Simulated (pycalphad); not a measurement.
# Freezing of Cu-Si alloys with rising Si

Computed with pycalphad from the COST 507 light-alloy database (1999), at 1 atm. These are 1990s assessments: newer ones move some temperatures and phases. Phase fractions are per mole of atoms.

Scheil-Gulliver runs (no diffusion in the solid, steps of 4 K) beside full equilibrium.

| alloy | liquidus (K) | Scheil, half solid (K) | Scheil, 80 % solid (K) | Scheil, invariant end (K) | liquid left at that end | equilibrium solidus (K) |
|---|---|---|---|---|---|---|
| Cu-42.82Si (at.%) | 1269 | at the invariant end | at the invariant end | 1074 | 0.82 | 1074 |
| Cu-57.1Si (at.%) | 1399 | at the invariant end | at the invariant end | 1074 | 0.62 | 1074 |
| Cu-85.65Si (at.%) | 1604 | 1503 | at the invariant end | 1074 | 0.21 | 1074 |
